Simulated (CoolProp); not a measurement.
Vapour pressure (kPa) of dodecamethylcyclohexasiloxane (D6): the reference equation beside estimates from Tc = 645.8 K, pc = 961.4 kPa, ω = 0.736. Clausius-Clapeyron is anchored at 341.7 K with a constant enthalpy of vaporisation of 64.88 kJ/mol.

Values from CoolProp's reference Helmholtz-energy equation of state, Colonna 2008. It is a short technical equation, of lower accuracy than the large ones.

| T (K) | reference | Clausius-Clapeyron | Soave-Redlich-Kwong | Peng-Robinson |
|---|---|---|---|---|
| 314 | 0.01352 | 0.01430 | 0.01458 | 0.01961 |
| 341.7 | 0.1072 | 0.1072 | 0.1096 | 0.1359 |
| 369.4 | 0.5698 | 0.5939 | 0.5689 | 0.6631 |
| 397.1 | 2.235 | ? | ? | ? |
| 424.8 | 6.934 | 9.334 | ? | 7.408 |
| 452.5 | ? | 28.73 | 17.99 | 18.81 |
| 480.2 | ? | 77.69 | 40.75 | ? |
| 507.9 | 80.31 | 188.5 | 82.48 | 83.35 |
| 535.6 | 147.2 | 417.2 | 152.5 | 152.7 |
| 563.4 | 252.3 | ? | 262.6 | 261.4 |

Problem. Fill in the missing entries.

Solution. 
- 397.1, Clausius-Clapeyron: 2.592
- 397.1, Soave-Redlich-Kwong: 2.217
- 397.1, Peng-Robinson: 2.466
- 424.8, Soave-Redlich-Kwong: 6.901
- 452.5, reference: 17.92
- 480.2, reference: 40.12
- 480.2, Peng-Robinson: 41.77
- 563.4, Clausius-Clapeyron: 856.0

Absolute difference from the reference over all 10 rows, mean and median: Clausius-Clapeyron 77.2 and 47.5 %, Soave-Redlich-Kwong 2.4 and 1.9 %, Peng-Robinson 12.6 and 5.9 %.
